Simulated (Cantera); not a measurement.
Cantera run, input and output.

```python
import numpy as np
import cantera as ct

gas = ct.Solution("h2o2.yaml")
gas.TPX = 1175, 170, {'H2': 0.091, 'O2': 1, 'N2': 0.68}
reactor = ct.IdealGasConstPressureReactor(gas, energy="off", clone=False)
net = ct.ReactorNet([reactor])
net.rtol, net.atol = 1e-08, 1e-18
show = ['H2', 'O2', 'O', 'H2O2', 'H']
times = np.geomspace(1e-05, 4, 13)

steps = ct.SolutionArray(gas, extra=["t"])
rows = []
print(f"{'t/s':>10s}{'T/K':>9s}{'P/Pa':>11s}" + "".join(f"{s:>11s}" for s in show))
for t in times:
    while net.time < t:
        t_next = net.step()
        steps.append(gas.state, t=t_next)
    rows.append([np.interp(t, steps.t, y) for y in (steps.T, steps.P, *steps(*show).X.T)])
    print(f"{t:10.3e}{rows[-1][0]:9.1f}{rows[-1][1]:11.4g}" + "".join(f"{x:11.3e}" for x in rows[-1][2:]))
rate = np.gradient(steps.T, steps.t)
print("integrator steps:", len(steps.t))
if steps.T.max() > steps.T[0] + 200:
    print(f"time of steepest temperature rise: {steps.t[rate.argmax()]:.4e} s")
gas.TPX = 1175, 170, {'H2': 0.091, 'O2': 1, 'N2': 0.68}
gas.equilibrate("TP")
print(f"equilibrium (TP): T = {gas.T:.1f} K  " + "  ".join(f"{s} {gas[s].X[0]:.3e}" for s in show))
```

It prints:

```
       t/s      T/K       P/Pa         H2         O2          O       H2O2          H
 1.000e-05   1175.0        170  5.138e-02  5.647e-01  1.607e-13  4.465e-17  2.080e-11
 2.930e-05   1175.0        170  5.138e-02  5.647e-01  1.359e-12  3.823e-16  6.008e-11
 8.584e-05   1175.0        170  5.138e-02  5.647e-01  1.134e-11  3.310e-15  1.692e-10
 2.515e-04   1175.0        170  5.138e-02  5.647e-01  8.810e-11  2.814e-14  4.529e-10
 7.368e-04   1175.0        170  5.138e-02  5.647e-01  6.284e-10  2.412e-13  1.185e-09
 2.159e-03   1175.0        170  5.138e-02  5.647e-01  4.808e-09  2.064e-12  4.521e-09
 6.325e-03   1175.0        170  5.138e-02  5.647e-01  1.170e-07  1.758e-11  8.779e-08
 1.853e-02   1175.0        170  5.027e-02  5.639e-01  4.567e-04  3.886e-10  3.425e-04
 5.429e-02   1175.0        170  1.283e-03  5.273e-01  2.957e-02  9.403e-09  1.221e-02
 1.591e-01   1175.0        170  1.204e-03  5.283e-01  2.857e-02  9.281e-09  1.143e-02
 4.660e-01   1175.0        170  1.093e-03  5.311e-01  2.536e-02  9.628e-09  9.637e-03
 1.365e+00   1175.0        170  8.194e-04  5.373e-01  1.816e-02  1.036e-08  5.937e-03
 4.000e+00   1175.0        170  3.736e-04  5.462e-01  7.855e-03  1.084e-08  1.719e-03
integrator steps: 820
equilibrium (TP): T = 1175.0 K  H2 1.294e-08  O2 5.532e-01  O 2.651e-07  H2O2 3.083e-11  H 3.404e-10
```

Computed with Cantera and the H2/O2 subset of GRI-Mech 3.0, which has no nitrogen chemistry. Radical loss at walls, strong at low pressure, is not modelled. The temperature is held fixed by assumption; the heat of reaction is taken as removed at once.
